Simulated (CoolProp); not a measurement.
c-C4F8 (RC318) at 298.15 K and 3.64 MPa flows at 0.24 m/s in a round tube of 12.7 mm bore and 0.25 µm roughness, fully developed (64/Re and Nu = 3.66 if laminar; Colebrook and Gnielinski if turbulent). Each further row changes one setting.

Values from CoolProp's reference Helmholtz-energy equation of state, Platzer 1990. This equation is an older, rougher fit; its heat capacities, sound speeds and derivatives of the liquid may be far off and weren't checked against measurements.

| case | Reynolds number | Darcy friction factor | pressure drop (Pa/m) | heat-transfer coefficient (W/(m² K)) | mass flow (kg/h) |
|---|---|---|---|---|---|
| as stated | 11700 | 0.0296 | 102 | 468 | 166 |
| velocity 0.48 m/s | 23500 | 0.0249 | 344 | 871 | 333 |
| diameter 25.4 mm | 23500 | 0.0249 | 43.0 | 435 | 666 |

Viscosity comes from a separate model (Huber 2003), an estimate that may be off by 10 % or more. Thermal conductivity comes from a separate model (Huber 2003), an estimate that may be off by 10 % or more.
